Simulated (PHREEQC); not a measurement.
Make-up at 25 °C: 2.3 mmol/kgw H2SO4 and 0.043 mmol/kgw ZnSO4. Closed to the air; pH follows from the charge balance.

Equilibrium calculation in PHREEQC: ion-association model, phreeqc.dat.

Precipitation was switched off in this run.

### Question
Order these Zn species by the share of Zn that they hold, largest first: Zn+2, ZnSO4, Zn(SO4)2-2.

### Answer
Zn+2 (82 %), ZnSO4 (18 %), Zn(SO4)2-2 (0.27 %)

### Question
Order these S species by the share of S that they hold, largest first: SO4-2, HSO4-, ZnSO4.

### Answer
SO4-2 (77 %), HSO4- (22 %), ZnSO4 (0.33 %)

The pH is 2.42 and the ionic strength 0.00599 mol/kgw. Complexes and solids missing from the database can't appear.
